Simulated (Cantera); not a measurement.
Cantera with NASA thermochemical tables; ideal gases at 1 bar, condensed phases pure. Values are per mole of reaction as written; species without (g) are pure solids or liquids, kept so even where they would boil at 1 bar.

Problem. Between 300 and 1198 K, where is each reaction favourable under standard conditions?
- 2 N2(g) + 3 SiF4(g) ⇌ Si3N4 + 12 F(g)

Solution. 
- 2 N2(g) + 3 SiF4(g) ⇌ Si3N4 + 12 F(g): ΔG° is 4817 kJ at 300 K and 4062 kJ at 1198 K; it stays positive (K < 1). ΔH° is 5099 kJ and ΔS° 865 J/K at 1198 K.
